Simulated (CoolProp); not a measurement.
Vapour-liquid equilibrium of carbon dioxide (1) + R152A (2) at -39.85 °C; x and y are mole fractions of (1).

Computed with CoolProp (multi-fluid Helmholtz-energy mixture model, Span 1996 and Outcalt 1996; pair parameters Bell 2016).

Give the bubble pressure and the first vapour's composition at x = 0.45, 0.65, 0.85. Is there an azeotrope?

x = 0.45: 0.4757 MPa, y = 0.935; x = 0.65: 0.6621 MPa, y = 0.967; x = 0.85: 0.8541 MPa, y = 0.988. No azeotrope shows between x = 0.05 and 0.95.

Pair parameters are fitted to limited data, so mixtures are less certain than the pure fluids.
